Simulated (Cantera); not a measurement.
Charge: 1 mol SiC, 0.1 mol O2, 490 mol H2, at 9.50e-6 bar.

Cantera equilibrium calculation (NASA polynomials, part measured and part estimated; ideal gas, pure solids and liquids). Candidate condensed phases: C, C6H6, C7H8, C8H18, H2O, Si, SiC, SiO2; 123 gas species. The numbers say what is thermodynamically allowed, not how fast it happens.

Question: At 1800 K, list the 4 most abundant gas species with their mole fractions, and the condensed phases.

Answer: H2 0.888, H 0.109, Si 0.00188, CO 0.000384. Condensed: C(graphite).
